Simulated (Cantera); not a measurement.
A closed system holds: 1 mol Cu₂O, 0.34 mol C, 0.45 mol CO, at 900 K.

These are equilibrium values from Cantera (NASA tables, ideal gas, pure condensed phases), not measurements of a reactor. Candidate condensed phases: C, Cu, CuO, Cu₂O; 15 gas species. Rates play no part.

x: gas mole fraction; n: condensed amount in mol.

```
P (Pa)   x CO₂   x CO    x Cu  n Cu(s)  n C(graphite)
-------  -----  -----  ------  -------  -------------
10       0.835  0.165       ?     2.00              0
42       0.835  0.165       ?     2.00              0
180      0.835  0.165       ?     2.00              0
750      0.835  0.165       ?     2.00              0
3200     0.835  0.165       ?     2.00              0
13000    0.835  0.165       ?     2.00              0
56000    0.835  0.165  <1e-12     2.00              0
240000   0.835  0.165  <1e-12     2.00              0
1000000  0.875  0.125  <1e-12     2.00         0.0166
```

Question: Fill in the missing entries.

Answer: 
- 10, x Cu: 1.80e-9
- 42, x Cu: 4.29e-10
- 180, x Cu: 1.00e-10
- 750, x Cu: 2.40e-11
- 3200, x Cu: 5.63e-12
- 13000, x Cu: 1.39e-12
